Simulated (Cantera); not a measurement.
Cantera run, input and output.

```python
import numpy as np
import cantera as ct

gas = ct.Solution("h2o2.yaml")
gas.TPX = 700, 12000, {'H2': 1, 'O2': 0.312, 'N2': 1.17, 'H2O': 0.55}
flame = ct.FreeFlame(gas, width=0.18)
flame.set_refine_criteria(ratio=3, slope=0.08, curve=0.16)
flame.transport_model = "mixture-averaged"
flame.solve(loglevel=0, auto=True)
z, T = flame.grid, flame.T
thick = (T[-1] - T[0]) / np.gradient(T, z).max()
show = ['H2', 'O2', 'H2O', 'HO2', 'OH', 'O']
print(f"laminar burning velocity  {flame.velocity[0] * 100:.3f} cm/s")
print(f"burnt temperature         {T[-1]:.1f} K")
print(f"thermal thickness         {thick * 1e3:.4f} mm")
print(f"grid points               {len(z)}")
z0 = z[flame.heat_release_rate.argmax()]
print(f"{'z/mm':>9s}{'T/K':>9s}{'u/(m/s)':>9s}" + "".join(f"{s:>11s}" for s in show))
rows = []
for k in (-3, -2, -1.5, -1, -0.5, -0.25, 0, 0.25, 0.5, 1, 2, 4, 8):
    zz = z0 + k * thick
    rows.append([k * thick, np.interp(zz, z, T), np.interp(zz, z, flame.velocity),
                 *(np.interp(zz, z, flame.X[gas.species_index(s)]) for s in show)])
    print(f"{rows[-1][0] * 1e3:9.3f}{rows[-1][1]:9.1f}{rows[-1][2]:9.3f}" + "".join(f"{x:11.3e}" for x in rows[-1][3:]))
```

Output:

```
laminar burning velocity  780.386 cm/s
burnt temperature         2124.7 K
thermal thickness         7.4012 mm
grid points               139
     z/mm      T/K  u/(m/s)         H2         O2        H2O        HO2         OH          O
  -22.204    700.0    7.804  3.298e-01  1.029e-01  1.814e-01  2.479e-11  7.074e-17  6.294e-16
  -14.802    700.0    7.804  3.298e-01  1.029e-01  1.814e-01  1.296e-10  4.650e-14  4.029e-13
  -11.102    700.0    7.804  3.298e-01  1.029e-01  1.814e-01  3.548e-09  2.677e-12  2.219e-11
   -7.401    700.0    7.804  3.298e-01  1.029e-01  1.814e-01  4.728e-07  8.864e-10  5.606e-09
   -3.701    705.2    7.855  3.287e-01  1.028e-01  1.820e-01  5.279e-05  1.425e-05  7.590e-06
   -1.850    792.8    8.761  3.115e-01  9.936e-02  1.925e-01  4.281e-05  2.147e-04  2.234e-04
    0.000   1101.2   11.898  2.054e-01  6.267e-02  2.725e-01  1.619e-05  1.986e-03  3.778e-03
    1.850   1326.4   14.164  1.160e-01  1.527e-02  3.643e-01  3.323e-06  5.185e-03  5.269e-03
    3.701   1419.8   15.066  1.089e-01  8.433e-03  3.790e-01  1.662e-06  6.566e-03  4.831e-03
    7.401   1524.9   16.055  1.137e-01  6.826e-03  3.846e-01  1.195e-06  7.774e-03  4.354e-03
   14.802   1643.1   17.139  1.191e-01  5.317e-03  3.913e-01  8.373e-07  8.678e-03  3.559e-03
   29.605   1762.6   18.207  1.236e-01  3.706e-03  3.994e-01  5.454e-07  8.880e-03  2.567e-03
   59.210   1872.8   19.167  1.270e-01  2.262e-03  4.078e-01  3.306e-07  8.166e-03  1.600e-03
```

Model: the H2/O2 subset of GRI-Mech 3.0, which has no nitrogen chemistry, integrated in Cantera. Burning velocities carry a grid error of a few per cent, more on coarse grids.
